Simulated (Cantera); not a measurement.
A closed system holds: 1 mol Si₂H₆, 0.16 mol N₂O, held at 1500 °C and 75.0 Torr.

Method: chemical equilibrium by Gibbs-energy minimisation in Cantera with the NASA 1993 tables (ideal gas, pure condensed phases). Candidate condensed phases: H₂O, Si, SiO₂, Si₂N₂O, Si₃N₄; 35 gas species. The feed counts by its element totals alone. Mutual solubility and eutectic melting of coexisting phases are not modelled. Gases not in the tables: Si₂H₆ and higher silanes. Kinetics and transport are ignored.

Base state: H₂ 0.977, N₂ 0.0109, SiO 0.0109, H 0.000889, SiH₂ 2.41e-5, Si 2.13e-5 (mole fractions); condensed: Si(l) + Si₂N₂O(s).

Question: What changes in the equilibrium state with this change: temperature from 1500 °C to 1727 °C?

Answer: 
```json
[
 {"species": "H₂", "before": "0.977", "after": "0.898"},
 {"species": "SiO", "before": "0.0109", "after": "0.0480"},
 {"species": "N₂", "before": "0.0109", "after": "0.0480"},
 {"species": "Si", "before": "2.13e-5", "after": "0.000435"},
 {"species": "Si₂N", "before": "5.61e-7", "after": "1.03e-5"},
 {"species": "SiH", "before": "8.22e-6", "after": "8.85e-5"},
 {"species": "Si(l), mol", "before": "1.71", "after": "1.84"},
 {"species": "Si₂N₂O(s), mol", "before": "0.126", "after": "0"}
]
```

Question: What changes in the equilibrium state with this change: temperature from 1500 °C to 1400 °C?

Answer: 
| species | before | after |
|---|---|---|
| H₂ | 0.977 | 0.996 |
| N₂ | 0.0109 | 0.00192 |
| SiO | 0.0109 | 0.00192 |
| Si | 2.13e-5 | 4.18e-6 |
| H | 0.000889 | 0.000359 |
| SiH₂ | 2.41e-5 | 1.10e-5 |
| Si(l), mol | 1.71 | 0 |
| Si₂N₂O(s), mol | 0.126 | 0.154 |
| Si(s), mol | 0 | 1.69 |
